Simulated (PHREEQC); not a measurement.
0.05 mol of Cerargyrite (AgCl) is brought to equilibrium with 1 kg of water holding 0.003 mol NaCl, at 25 °C, the pH being set by adding NaOH or HCl. Oxygen alone is held at its pressure in air (log pO2 = -0.68). No CO2 enters from the air. Solids allowed: Cerargyrite, Ag2O. Others were left out.

Equilibrium calculation in PHREEQC: ion-association model, wateq4f.dat.

| pH | dissolved Ag (mol/kgw) | dissolved Cl (mol/kgw) | Ag(OH)2- (mol/kgw) |
|---|---|---|---|
| 4 | 4.99e-7 | 0.00311 | 0 |
| 4.56 | 4.98e-7 | 0.00303 | 0 |
| 5.12 | 4.98e-7 | 0.00301 | 0 |
| 5.69 | 4.97e-7 | 0.00300 | 0 |
| 6.25 | 4.97e-7 | 0.00300 | 0 |
| 6.81 | 4.97e-7 | 0.00300 | 0 |
| 7.38 | 4.97e-7 | 0.00300 | 0 |
| 7.94 | 4.97e-7 | 0.00300 | 0 |
| 8.5 | 4.97e-7 | 0.00300 | 0 |
| 9.06 | 4.97e-7 | 0.00300 | 8.81e-14 |
| 9.62 | 4.98e-7 | 0.00300 | 1.16e-12 |
| 10.19 | 4.99e-7 | 0.00300 | 1.61e-11 |
| 10.75 | 5.02e-7 | 0.00300 | 2.14e-10 |
| 11.31 | 5.16e-7 | 0.00300 | 2.89e-9 |
| 11.88 | 5.96e-7 | 0.00300 | 4.25e-8 |
| 12.44 | 1.35e-6 | 0.00300 | 6.41e-7 |
| 13 | 1.16e-5 | 0.00301 | 1.04e-5 |

Species that the database lacks are ignored.
